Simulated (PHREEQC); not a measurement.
# Copper plating or etch bath: speciation

Dissolve 0.0037 mol Cu(BF4)2, 6.6e-05 mol H2SO4 and 0.048 mol NaCl per kg of water at 25 °C. Closed to the air; pH follows from the charge balance.

Equilibrium calculation in PHREEQC: ion-association model, wateq4f.dat.

Each row changes one thing in this solution. No solid was allowed to form.

```tsv
case	pH	ionic strength (mol/kgw)	BF4- (mol/kgw)	Cu+2 (mol/kgw)	HF (mol/kgw)	F- (mol/kgw)	SI of CuF2:2H2O (CuF2:2H2O)	SI of Halite (NaCl)
as made	2.92	0.0599	0.00539	0.00342	0.00322	0.00229	-3.73	-4.41
temperature from 25 to 50 °C	2.98	0.0591	___	0.00307	0.00481	0.00246	-3.53	-4.47
Cu(BF4)2 from 0.0037 to 0.00037 mol/kgw	___	0.0500	7.67e-5	0.000344	0.00117	0.00131	-5.18	-4.39
0.041 mol/kgw HCl added	1.49	0.0981	0.00540	___	0.00658	0.000180	-6.05	-4.17
H2SO4 left out	2.94	0.0599	0.00537	0.00343	0.00318	0.00236	-3.70	-4.41
H2SO4 replaced by CaSO4 at the same molality	2.94	0.0601	0.00537	0.00342	0.00318	0.00237	-3.70	-4.41
```

Q: Some entries are withheld; supply them.

A: 
- temperature from 25 to 50 °C, BF4- (mol/kgw): 0.00485
- Cu(BF4)2 from 0.0037 to 0.00037 mol/kgw, pH: 3.13
- 0.041 mol/kgw HCl added, Cu+2 (mol/kgw): 0.00336

Some of these states are supersaturated (in Fluorite, for instance). Away from 25 °C the constants follow the database's enthalpies or fits; those with neither stay at their 25 °C values. Real BF4- forms and hydrolyses slowly; the run takes it at equilibrium.
